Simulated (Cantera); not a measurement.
An isothermal, constant-pressure homogeneous reactor starts with 87.0 % NO, 13.0 % N2, at 2100 K and 4700 Pa.

Computed with Cantera and GRI-Mech 3.0 (53 species, 325 reactions). Radical loss at walls, strong at low pressure, is not modelled.

One state of this run: x NO = 0.845; x O2 = 0.0112; x N2 = 0.142; x NO2 = 7.49e-5; x O = 0.00125. x: mole fraction; the columns are a selection and need not sum to one.

Which value of t (s) does it belong to?
A. 2.65
B. 100
C. 0.0701
D. 16.3

C, 0.0701
